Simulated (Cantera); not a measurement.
Charge: 1 mol TEOS, 4.4 mol CO2, 54 mol H2, a varied amount of O3, equilibrated at 1600 °C and 7.50 Torr.

These are equilibrium values from Cantera (NASA tables, ideal gas, pure condensed phases), not measurements of a reactor. Candidate condensed phases: C, C6H6, C7H8, C8H18, H2O, Si, SiC, SiO2; 123 gas species. The feed counts by its element totals alone. The tables hold silica as quartz up to 1696 K and as liquid above; real silica turns to tridymite and cristobalite and melts near 1996 K. Rates play no part.

**Question.** At 2.2 mol O3, list the 4 most abundant gas species with their mole fractions, and the condensed phases.

**Answer.** H2 0.754, CO 0.157, H2O 0.0703, SiO 0.00925. Condensed: SiO2(condensed).
